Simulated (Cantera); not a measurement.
# Ignition delay

Mixture: C3H8 : O2 : N2 = 1 : 3.33 : 12.5 (molar parts), at 100000 Pa, adiabatic and at constant pressure. Ignition delay is the time to a rise of 400 K.

Detailed kinetics in Cantera: GRI-Mech 3.0 (53 species, 325 reactions). GRI-Mech 3.0 was tuned for natural gas; its chemistry of propane as a main component is partial and can be far from experiment.

| T0 (K) | delay (ms) |
|---|---|
| 1150 | 18.4 |
| 1225 | 3.89 |
| 1300 | 1.02 |
| 1375 | 0.335 |
| 1450 | 0.136 |
| 1525 | 0.0657 |
| 1600 | 0.0369 |
| 1675 | 0.0233 |

```
Property                                                Result
--------------------------------------------------  ----------
apparent activation energy between 1525 and 1675 K  150 kJ/mol
```
